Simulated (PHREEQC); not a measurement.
A solution holds 0.0081 mol HF, 0.0022 mol NH4HF2 and 2.9e-07 mol H4SiO4 per kg of water, at 25 °C. Closed to the air; pH follows from the charge balance.

Equilibrium calculation in PHREEQC: ion-association model, phreeqc.dat.

No solid was allowed to form.

Order these F species by the share of F that they hold, largest first: F-, HF, HF2-.

HF (68 %), F- (30 %), HF2- (2.0 %)

The pH is 2.79 and the ionic strength 0.00390 mol/kgw. SiF6-2 is the database's only silicon fluoride.
